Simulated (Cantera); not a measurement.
A closed system holds: 1 mol SiCl₄, 1 mol HCl, 7.7 mol H₂, held at 1248 K and 23.0 bar.

Cantera equilibrium calculation (NASA polynomials, part measured and part estimated; ideal gas, pure solids and liquids). Candidate condensed phases: Si; 19 gas species. The tables' values for SiCl₃ are old estimates; treat these amounts as uncertain. Kinetics and transport are ignored.

Base state: H₂ 0.773, HCl 0.124, SiCl₄ 0.0831, SiHCl₃ 0.0183, SiCl₃ 0.000963, SiH₂Cl₂ 0.000549, SiCl₂ 8.05e-5 (mole fractions); condensed: gas only.

What changes in the equilibrium state with this change: pressure from 23.0 bar to 0.100 bar?


```csv
species,before,after
H₂,0.773,0.753
HCl,0.124,0.146
SiCl₄,0.0831,0.0681
SiCl₂,8.05e-5,0.0106
SiCl₃,0.000963,0.0100
SiHCl₃,0.0183,0.0124
SiH₂Cl₂,0.000549,0.000306
```
